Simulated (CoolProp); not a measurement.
The fluoroketone C6F12O (FK-5-1-12) at 298.15 K and 0.00786 MPa is compressed adiabatically to 0.0589 MPa with isentropic efficiency 0.6. Each further row changes one setting.

Computed with CoolProp (reference Helmholtz-energy equation of state, McLinden 2015).

```csv
case,work (kJ/kg),final temperature (K),final density (kg/m³)
as stated,26.7,329.8,7.02
efficiency 1,16.0,317.8,7.33
efficiency 0.65,24.6,327.5,7.08
```
